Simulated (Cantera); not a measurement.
Source: NASA polynomial tables (part measured, part estimated), evaluated in Cantera. Values are per mole of reaction as written; species without (g) are pure solids or liquids, kept so even where they would boil at 1 bar.

H₂(g) + Cu₂O = 2 Cu + H₂O(g), with ΔH° = -71.1 kJ and ΔS° = 32.0 J/K at 300 K.

How far is the shortcut ΔG° ≈ ΔH°(300 K) − T·ΔS°(300 K) from the full temperature-dependent value at 1298, 1348, 1398, 1448, 1498, 1548, 1598, 1648, 1698, 1748, 1798 K?


```
T (K)  shortcut (kJ)  full (kJ)  difference (kJ)  difference in log10 K  condensed phases
-----  -------------  ---------  ---------------  ---------------------  ----------------
1298          -112.7     -101.6            -11.1                   0.45    Cu₂O(s), Cu(s)
1348          -114.3     -102.2            -12.0                   0.47    Cu₂O(s), Cu(s)
1398          -115.9     -103.7            -12.2                   0.46    Cu₂O(s), Cu(l)
1448          -117.5     -105.3            -12.2                   0.44    Cu₂O(s), Cu(l)
1498          -119.1     -106.8            -12.2                   0.43    Cu₂O(s), Cu(l)
1548          -120.7     -107.0            -13.6                   0.46    Cu₂O(l), Cu(l)
1598          -122.3     -106.4            -15.9                   0.52    Cu₂O(l), Cu(l)
1648          -123.9     -105.8            -18.1                   0.57    Cu₂O(l), Cu(l)
1698          -125.5     -105.1            -20.4                   0.63    Cu₂O(l), Cu(l)
1748          -127.1     -104.4            -22.7                   0.68    Cu₂O(l), Cu(l)
1798          -128.7     -103.7            -25.0                   0.73    Cu₂O(l), Cu(l)
```
The shortcut ignores heat capacities and the phase changes listed.
